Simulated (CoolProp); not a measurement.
A single-stage vapour-compression cycle with R236EA: evaporating at 312.15 K (dew point), condensing at 378.15 K (bubble point), superheat 8 K, subcooling 0 K, compressor efficiency 0.85, no pressure losses. Each further row changes one setting.

The numbers come from the reference Helmholtz-energy equation of state, Rui 2013 in CoolProp.

```tsv
case	cooling COP	pressure ratio	discharge temperature (K)	refrigerating effect (kJ/kg)	volumetric capacity (kJ/m³)
as stated	2.15	5.35	378.1	63.8	1310
evaporating temperature 317.15 K	2.50	4.59	378.1	67.5	1610
condensing temperature 373.15 K	2.55	4.82	373.1	71.5	1470
subcooling 5 K	2.41	5.35	378.1	71.7	1470
superheat 18 K	2.32	5.35	383.9	73.2	1440
compressor efficiency 0.75	1.90	5.35	378.5	63.8	1310
```

The compression ends wet for: as stated; evaporating temperature 317.15 K; condensing temperature 373.15 K; subcooling 5 K.
